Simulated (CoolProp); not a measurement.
Properties of water along the isobar 100000 kPa (Tc = 373.9 °C, pc = 22060 kPa, ω = 0.344).

Values from CoolProp's reference Helmholtz-energy equation of state, Wagner 2002.

```csv
T (°C),phase,cp (kJ/(kg K)),Joule-Thomson coefficient (K/MPa),conductivity (mW/(m K)),fugacity coefficient
13.85,liquid,3.953,-0.2223,639,3.314e-5
22.05,liquid,3.971,-0.2183,651,5.446e-5
30.25,liquid,3.985,-0.2147,662,8.682e-5
38.55,liquid,3.996,-0.2114,673,0.0001353
46.75,liquid,4.004,-0.2083,684,0.0002045
54.95,liquid,4.011,-0.2053,693,0.0003018
63.25,liquid,4.017,-0.2024,702,0.0004377
71.45,liquid,4.022,-0.1995,709,0.0006192
```

Thermal conductivity comes from a separate model (Huber 2012).
